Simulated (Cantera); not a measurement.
What does this Cantera script print?

```python
import numpy as np
import cantera as ct

gas_names = """
    Br Br2 H HBr H2 Si SiBr SiBr2 SiBr3 SiBr4 SiH SiHBr3 SiH2 SiH2Br2 SiH3 SiH3Br SiH4 Si2 Si3
""".split()
cond_names = """
    Br2(cr) Br2(L) Si(cr) Si(L)
""".split()


# ... load() reads the species with a 1 bar reference pressure and builds the phases ...
atoms = {
    'Si': {'Si': 1},
    'HBr': {'H': 1, 'Br': 1},
    'H2': {'H': 2},
}
top_T = {}  # K; cautious upper limits of use, not melting points


# ... equilibrate(T, P, feed) seeds the gas with the atoms and calls Mixture.equilibrate('TP', solver="vcs", rtol=1e-11, max_steps=5000) ...
results = []
feed = {'Si': 1, 'HBr': 4.3, 'H2': 0.14}  # mol
T = 850  # K
P = 1.3  # Pa
mix = equilibrate(T, P, feed)
results.append((T, P, feed, dict(zip(mix.species_names, mix.species_moles))))
x = sorted(zip(gas.X, gas.species_names), reverse=True)
print(f"T = {T:g} K  P = {P:g} Pa  gas = {mix.phase_moles(0):.4g} mol")
print("   x: " + "  ".join(f"{s} {v:.3e}" for v, s in x if v > 0.0001))
print("   condensed (mol): " + ("  ".join(f"{mix.phase(i).name} {mix.phase_moles(i):.4g}"
      for i in range(1, mix.n_phases) if mix.phase_moles(i) > 1e-12) or "none"))
```

Output:

```
T = 850 K  P = 1.3 Pa  gas = 3.472 mol
   x: H2 6.055e-01  SiBr4 2.764e-01  HBr 1.065e-01  SiBr2 8.564e-03  SiBr3 1.572e-03  SiHBr3 1.455e-03
   condensed (mol): none
```

Method: chemical equilibrium by Gibbs-energy minimisation in Cantera with the NASA 1993 tables (ideal gas, pure condensed phases). The tables' values for SiBr3 are old estimates; treat these amounts as uncertain.
